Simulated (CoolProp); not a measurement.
A simple Rankine cycle with water: condensing at 298.15 K, boiler at 2.7 MPa, turbine inlet 651.3 K, turbine efficiency 0.7, pump efficiency 0.8, no recuperator. Each further row changes one setting.

The numbers come from the reference Helmholtz-energy equation of state, Wagner 2002 in CoolProp.

| case | thermal efficiency (%) | net work (kJ/kg) | heat in (kJ/kg) | turbine exit temperature (K) | volume ratio over the turbine |
|---|---|---|---|---|---|
| as stated | 25.7 | 790 | 3080 | 298.1 | 381 |
| turbine inlet 671.3 K | 25.9 | 808 | 3120 | 298.1 | 372 |
| condensing temperature 290.15 K | 26.6 | 827 | 3110 | 290.1 | 600 |
| boiler pressure 1.89 MPa | 24.7 | 764 | 3090 | 298.1 | 268 |
| turbine efficiency 0.6 | 22.0 | 677 | 3080 | 298.1 | 399 |

The expansion ends wet for: as stated; turbine inlet 671.3 K; condensing temperature 290.15 K; boiler pressure 1.89 MPa; turbine efficiency 0.6.
